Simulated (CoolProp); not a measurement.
Values from CoolProp's reference Helmholtz-energy equation of state, Span 1996.

**Question.** For carbon dioxide, give the phase and the conductivity (mW/(m K)) at 382.25 °C and 24.6 MPa.

**Answer.** 
- 382.25 °C and 24.6 MPa: supercritical; conductivity 53.1

Thermal conductivity comes from a separate model (Huber 2016).
